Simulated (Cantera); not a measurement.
Mixture: CH₄ : C₂H₆ : O₂ : N₂ : H₂O = 1 : 0.037 : 1.18 : 4.45 : 0.43 (molar parts), equivalence ratio 1.8, at 500000 Pa, adiabatic and at constant volume. Ignition delay is the time to a rise of 400 K.

Model: GRI-Mech 3.0 (53 species, 325 reactions), integrated in Cantera.

What does this change do: 0.0091 parts H2 added?


```tsv
quantity	before	after
delay at 1148 K	8.94 ms	7.82 ms
delay at 1348 K	1.11 ms	1.04 ms
delay at 1548 K	0.146 ms	0.142 ms
delay at 1748 K	25.8 µs	25.4 µs
delay at 1948 K	7.33 µs	7.27 µs
apparent activation energy between 1748 and 1948 K	180 kJ/mol	180 kJ/mol
```
